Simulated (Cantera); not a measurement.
Input: 1 mol C₂H₅OH, 0.44 mol O₂, 4.7 mol N₂, equilibrated at 1623 K and 10.0 Torr.

Equilibrium computed with Cantera from the NASA thermochemical tables; the gas is ideal and each condensed phase is pure. Candidate condensed phases: C, C₆H₆, C₇H₈, C₈H₁₈, H₂O; 136 gas species. Rates play no part.

Q: What is the equilibrium state?

A: 
- x(N₂) = 0.490
- x(H₂) = 0.312
- x(CO) = 0.196
- x(HCN) = 0.000922
- x(H) = 0.000335
- x(HNC) = 2.25e-5
- x(C₂H₂ (acetylene)) = 1.09e-5
- x(CH₄) = 1.93e-6
- n(C(graphite)) = 0.111 mol
- gas amount = 9.582 mol
